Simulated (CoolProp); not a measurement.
Saturated liquid density (kg/m³) of methane: the reference equation beside estimates from Tc = 190.6 K, pc = 45.99 bar, ω = 0.011. Rackett uses Z = 0.29056 − 0.08775 ω.

Computed with CoolProp (reference Helmholtz-energy equation of state, Setzmann 1991).

```tsv
T (K)	reference	Rackett	van der Waals	Soave-Redlich-Kwong	Peng-Robinson
99.6	___	___	301.4	___	495.5
103.8	433.6	___	297.5	433.5	488.7
107.9	427.8	426.9	___	427.2	481.9
112.1	421.7	420.8	289.3	420.4	474.5
116.3	415.5	414.5	285.0	413.3	466.8
120.4	409.3	408.3	280.7	406.1	___
124.6	402.7	401.7	276.1	398.4	450.5
128.7	___	395.0	271.4	390.5	___
```

Q: Complete the blanks.

A: 
- 99.6, reference: 439.4
- 99.6, Rackett: 438.6
- 99.6, Soave-Redlich-Kwong: 439.8
- 103.8, Rackett: 432.8
- 107.9, van der Waals: 293.5
- 120.4, Peng-Robinson: 458.9
- 128.7, reference: 396.2
- 128.7, Peng-Robinson: 441.8

Absolute difference from the reference over all 8 rows, mean and median: Rackett 0.2 and 0.2 %, van der Waals 31.4 and 31.4 %, Soave-Redlich-Kwong 0.5 and 0.4 %, Peng-Robinson 12.3 and 12.4 %.
